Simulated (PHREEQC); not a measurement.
PHREEQC input (ion-association model, wateq4f.dat):

```
SOLUTION_SPECIES
  PO4-3 + 3H+ = H3PO4  # constants of phreeqc.dat
    -log_k 21.721
    -delta_h -10.1 kJ
SOLUTION 1
  temp 25
  units mol/kgw
  pH 7 charge
END
SELECTED_OUTPUT 1
  -reset false
  -pH true
  -pe true
  -ionic_strength true
  -water true
  -totals Cl Na P Pb S S(-2) S(6)
  -molalities H+ Cl- Na+ PO4-3 Pb+2 SO4-2 HPO4-2 H2PO4- NaHPO4- NaSO4-
    HSO4- H2S HS- S-2 O2 OH- PbCl+ PbCl2 PbCl3- PbCl4-2
    PbOH+ Pb(OH)2 Pb(OH)3- Pb2OH+3 PbSO4 Pb(HS)2 Pb(HS)3- Pb3(OH)4+2 Pb(OH)4-2 Pb(SO4)2-2
    H3PO4
  -equilibrium_phases Clpyromorphite Pb(OH)2 Anglesite Cotunnite Laurionite Hxypyromorphite Larnakite Halite Mirabilite
PRINT
  -reset false
USE solution 1
REACTION 1
  NaHSO4 1
  0 0.00208 0.00417 0.00625 0.00833 0.0104 0.0125 0.0146 0.0167 0.0187 0.0208 0.0229 0.025 moles
EQUILIBRIUM_PHASES 1
  Clpyromorphite 0 0.2
  Pb(OH)2 0 0
  Anglesite 0 0
  Cotunnite 0 0
  Laurionite 0 0
  Hxypyromorphite 0 0
  Larnakite 0 0
  Halite 0 0
  Mirabilite 0 0
  O2(g) -0.68 10
END
```

Selected output (columns that matter, 13 of 13 rows; NaHSO4 added (mol) added in front):

```
NaHSO4 added (mol)	pH	mu	Cl	Na	P	Pb	S	m_H+	m_Cl-	m_Na+	m_Pb+2	m_SO4-2	Clpyromorphite	Anglesite
0	7.081	2.2716e-07	1.0028e-08	0	3.0083e-08	5.0138e-08	0	8.303e-08	1.0028e-08	0	4.0576e-08	0	0.2	0
0.00208	2.7897	0.0056377	1.747e-05	0.00208	5.2409e-05	2.6438e-05	0.0020191	0.0017443	1.7461e-05	0.0020666	1.7235e-05	0.001775	0.19998	6.0911e-05
0.00417	2.5595	0.010317	7.7808e-05	0.00417	0.00023342	2.1132e-05	0.0038021	0.0030224	7.7784e-05	0.0041271	1.1858e-05	0.0031316	0.19992	0.00036791
0.00625	2.4423	0.014478	0.00017062	0.00625	0.00051187	1.9229e-05	0.0054161	0.0040087	0.00017058	0.006168	9.8912e-06	0.0042712	0.19983	0.00083388
0.00833	2.3671	0.018323	0.00028635	0.00833	0.00085904	1.8222e-05	0.0069165	0.0048111	0.00028629	0.0082016	8.8252e-06	0.0052838	0.19971	0.0014135
0.0104	2.3135	0.021936	0.00041796	0.0104	0.0012539	1.7592e-05	0.0083278	0.0054833	0.00041788	0.010219	8.1409e-06	0.0062085	0.19958	0.0020722
0.0125	2.272	0.025443	0.00056405	0.0125	0.0016921	1.7151e-05	0.0096969	0.0060716	0.00056395	0.012261	7.6472e-06	0.0070867	0.19944	0.0028031
0.0146	2.2389	0.028829	0.00071996	0.0146	0.0021599	1.6827e-05	0.011017	0.0065882	0.00071985	0.014298	7.2735e-06	0.0079202	0.19928	0.003583
0.0167	2.2116	0.03212	0.00088371	0.0167	0.0026511	1.6579e-05	0.012298	0.0070488	0.00088358	0.016331	6.9774e-06	0.008719	0.19912	0.004402
0.0187	2.1896	0.035183	0.0010456	0.0187	0.0031368	1.6391e-05	0.013488	0.0074455	0.0010455	0.018263	6.7455e-06	0.0094542	0.19895	0.0052117
0.0208	2.1697	0.038337	0.0012208	0.0208	0.0036625	1.6231e-05	0.014712	0.0078258	0.0012207	0.020287	6.5403e-06	0.010204	0.19878	0.006088
0.0229	2.1523	0.041438	0.0014006	0.0229	0.0042018	1.6099e-05	0.015913	0.008175	0.0014004	0.022309	6.3646e-06	0.010935	0.1986	0.0069869
0.025	2.137	0.044493	0.0015842	0.025	0.0047527	1.5988e-05	0.017095	0.0084979	0.001584	0.024326	6.2117e-06	0.011649	0.19842	0.0079051
```

Species that the database lacks are ignored. H3PO4, which wateq4f.dat lacks, is added to it with the constant of phreeqc.dat. The database has no phosphate complexes of Pb.
